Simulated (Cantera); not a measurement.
An isothermal, constant-pressure homogeneous reactor starts with NH₃ : H₂ : N₂ = 1 : 0.26 : 0.067 (molar parts), at 1725 K and 1.01 bar.

Detailed kinetics in Cantera: the gas-phase N/H chemistry of the illustrative SiF4/NH3 mechanism in the Surface Chemkin manual (1991). Walls and surfaces, which speed up NH3 decomposition in real reactors, are not modelled.

x: mole fraction; the columns are a selection and need not sum to one.

| t (s) | x NH₃ | x H₂ | x H | x N₂H₄ | x NH₂ | x NH | x N₂ |
|---|---|---|---|---|---|---|---|
| 5.00e-6 | 0.754 | 0.196 | 2.47e-7 | 2.38e-11 | 2.23e-6 | 9.02e-11 | 0.0505 |
| 1.46e-5 | 0.754 | 0.196 | 6.86e-7 | 2.49e-10 | 6.57e-6 | 1.04e-9 | 0.0505 |
| 4.29e-5 | 0.754 | 0.196 | 1.97e-6 | 2.29e-9 | 1.93e-5 | 9.97e-9 | 0.0505 |
| 0.000126 | 0.753 | 0.196 | 5.66e-6 | 1.96e-8 | 5.57e-5 | 8.53e-8 | 0.0505 |
| 0.000368 | 0.753 | 0.196 | 1.45e-5 | 1.30e-7 | 0.000143 | 5.43e-7 | 0.0505 |
| 0.00108 | 0.753 | 0.196 | 2.09e-5 | 2.69e-7 | 0.000206 | 1.10e-6 | 0.0506 |
| 0.00316 | 0.751 | 0.198 | 2.13e-5 | 2.73e-7 | 0.000207 | 1.12e-6 | 0.0511 |
| 0.00926 | 0.746 | 0.202 | 2.17e-5 | 2.71e-7 | 0.000206 | 1.11e-6 | 0.0524 |
| 0.0271 | 0.731 | 0.213 | 2.31e-5 | 2.63e-7 | 0.000203 | 1.11e-6 | 0.0563 |
| 0.0795 | 0.690 | 0.243 | 2.68e-5 | 2.42e-7 | 0.000195 | 1.10e-6 | 0.0668 |
| 0.233 | … | … | … | … | … | 1.05e-6 | … |
| 0.683 | 0.400 | 0.459 | 5.88e-5 | 1.10e-7 | 0.000132 | 9.10e-7 | 0.141 |
| 2.00 | … | … | … | … | … | … | … |

What belongs in the gaps?


- 0.233, x NH₃: 0.589
- 0.233, x H₂: 0.318
- 0.233, x H: 3.67e-5
- 0.233, x N₂H₄: 1.93e-7
- 0.233, x NH₂: 0.000174
- 0.233, x N₂: 0.0926
- 2.00, x NH₃: 0.183
- 2.00, x H₂: 0.620
- 2.00, x H: 9.56e-5
- 2.00, x N₂H₄: 3.34e-8
- 2.00, x NH₂: 7.25e-5
- 2.00, x NH: 6.15e-7
- 2.00, x N₂: 0.197
